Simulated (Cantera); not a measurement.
Halide evaporation, hydrolysis and transport: CsCl + O2 + H2

Feed: 1 mol CsCl, 0.37 mol O2, 380 mol H2, held at 20.0 mbar.

Cantera equilibrium calculation (NASA polynomials, part measured and part estimated; ideal gas, pure solids and liquids). Candidate condensed phases: Cs, CsCl, CsOH, H2O; 22 gas species. Kinetics and transport are ignored.

```json
[
 {"T (K)": "850", "x H2": "0.997", "x H": "1.45e-10", "x CsCl": "0.000828", "x H2O": "0.00194", "x Cs": "7.21e-8", "x HCl": "1.69e-7", "x Cs2Cl2": "0.000400", "n CsCl(s)": "0.381"},
 {"T (K)": "1000", "x H2": "0.996", "x H": "1.60e-8", "x CsCl": "0.00245", "x H2O": "0.00194", "x Cs": "1.85e-6", "x HCl": "2.23e-6", "x Cs2Cl2": "8.55e-5", "n CsCl(s)": "0"},
 {"T (K)": "1150", "x H2": "0.995", "x H": "5.26e-7", "x CsCl": "0.00260", "x H2O": "0.00194", "x Cs": "1.17e-5", "x HCl": "1.24e-5", "x Cs2Cl2": "6.28e-6", "n CsCl(s)": "0"},
 {"T (K)": "1300", "x H2": "0.995", "x H": "7.80e-6", "x CsCl": "0.00258", "x H2O": "0.00194", "x Cs": "4.56e-5", "x HCl": "4.65e-5", "x Cs2Cl2": "7.65e-7", "n CsCl(s)": "0"},
 {"T (K)": "1450", "x H2": "0.995", "x H": "6.67e-5", "x CsCl": "0.00249", "x H2O": "0.00194", "x Cs": "0.000131", "x HCl": "0.000132", "x Cs2Cl2": "1.38e-7", "n CsCl(s)": "0"},
 {"T (K)": "1600", "x H2": "0.995", "x H": "0.000383", "x CsCl": "0.00232", "x H2O": "0.00194", "x Cs": "0.000301", "x HCl": "0.000303", "x Cs2Cl2": "3.16e-8", "n CsCl(s)": "0"},
 {"T (K)": "1750", "x H2": "0.993", "x H": "0.00164", "x CsCl": "0.00204", "x H2O": "0.00194", "x Cs": "0.000580", "x HCl": "0.000581", "x Cs2Cl2": "8.17e-9", "n CsCl(s)": "0"},
 {"T (K)": "1900", "x H2": "0.989", "x H": "0.00558", "x CsCl": "0.00166", "x H2O": "0.00193", "x Cs": "0.000958", "x HCl": "0.000955", "x Cs2Cl2": "2.15e-9", "n CsCl(s)": "0"},
 {"T (K)": "2050", "x H2": "0.978", "x H": "0.0159", "x CsCl": "0.00122", "x H2O": "0.00192", "x Cs": "0.00138", "x HCl": "0.00137", "x Cs2Cl2": "5.34e-10", "n CsCl(s)": "0"},
 {"T (K)": "2200", "x H2": "0.955", "x H": "0.0389", "x CsCl": "0.000809", "x H2O": "0.00189", "x Cs": "0.00176", "x HCl": "0.00171", "x Cs2Cl2": "1.20e-10", "n CsCl(s)": "0"}
]
```
x: gas mole fraction; n: condensed amount in mol.

At 850 K the condensed part is CsCl(s). From 1000 K to 2200 K nothing is condensed. The main Cs-bearing gas is CsCl at 850 K and Cs at 2200 K.
